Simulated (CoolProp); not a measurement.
R123 along the isobar 4.61 bar: density (kg/m³) from the reference equation and from simpler models built on Tc = 183.7 °C, pc = 36.62 bar, ω = 0.282; each cubic takes its own stable root.

The numbers come from the reference Helmholtz-energy equation of state, Younglove 1994 in CoolProp. It is a modified Benedict-Webb-Rubin equation, recast in Helmholtz form.

```json
[
 {"T (°C)": "-15.65", "phase": "liquid", "reference": "1564", "van der Waals": "932.0", "Redlich-Kwong": "1377"},
 {"T (°C)": "-7.05", "phase": "liquid", "reference": "1544", "van der Waals": "920.7", "Redlich-Kwong": "1358"},
 {"T (°C)": "1.55", "phase": "liquid", "reference": "1523", "van der Waals": "908.9", "Redlich-Kwong": "1338"},
 {"T (°C)": "10.05", "phase": "liquid", "reference": "1503", "van der Waals": "896.8", "Redlich-Kwong": "1318"},
 {"T (°C)": "18.65", "phase": "liquid", "reference": "1481", "van der Waals": "884.1", "Redlich-Kwong": "1297"},
 {"T (°C)": "27.25", "phase": "liquid", "reference": "1459", "van der Waals": "31.73", "Redlich-Kwong": "1275"},
 {"T (°C)": "35.85", "phase": "liquid", "reference": "1437", "van der Waals": "30.58", "Redlich-Kwong": "1252"},
 {"T (°C)": "44.45", "phase": "liquid", "reference": "1414", "van der Waals": "29.53", "Redlich-Kwong": "1228"},
 {"T (°C)": "53.05", "phase": "liquid", "reference": "1390", "van der Waals": "28.55", "Redlich-Kwong": "1202"},
 {"T (°C)": "61.65", "phase": "liquid", "reference": "1366", "van der Waals": "27.65", "Redlich-Kwong": "28.54"},
 {"T (°C)": "70.25", "phase": "liquid", "reference": "1341", "van der Waals": "26.80", "Redlich-Kwong": "27.56"},
 {"T (°C)": "78.85", "phase": "gas", "reference": "27.39", "van der Waals": "26.02", "Redlich-Kwong": "26.67"},
 {"T (°C)": "87.35", "phase": "gas", "reference": "26.41", "van der Waals": "25.29", "Redlich-Kwong": "25.84"},
 {"T (°C)": "95.95", "phase": "gas", "reference": "25.52", "van der Waals": "24.59", "Redlich-Kwong": "25.07"},
 {"T (°C)": "104.55", "phase": "gas", "reference": "24.70", "van der Waals": "23.94", "Redlich-Kwong": "24.35"},
 {"T (°C)": "113.15", "phase": "gas", "reference": "23.95", "van der Waals": "23.32", "Redlich-Kwong": "23.68"}
]
```

At some of these states van der Waals, Redlich-Kwong gives the other phase, because its saturation line lies elsewhere.
